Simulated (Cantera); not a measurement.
A perfectly stirred reactor is fed with H2 : O2 : N2 : H2O = 1 : 0.455 : 3.27 : 0.9 (molar parts), equivalence ratio 1.1, at 1000000 Pa; it is adiabatic with a 675 K inlet, and is followed from long to short residence time, starting on the burning branch (τ in s: 0.35, 0.17, 0.081, 0.039, 0.019, 0.0091, 0.0044, 0.0021, 0.001, 0.00049, 0.00024, 0.00011, 5.5e-05).

Computed with Cantera and GRI-Mech 3.0 (53 species, 325 reactions). The hydrogen kinetics of GRI-Mech 3.0 are dated; newer H2 mechanisms differ, most at raised pressure.

One state of this run: T (K) = 1759; x H2 = 0.0254; x O2 = 0.00400; x H2O = 0.338; x OH = 0.00162; x NO = 4.12e-6; x NO2 = 2.47e-9. x: mole fraction; the columns are a selection and need not sum to one.

**Question.** Which value of τ (s) does it belong to?
A) 0.00011
B) 5.5e-5
C) 0.081
D) 0.0010

**Answer.** A, 0.00011
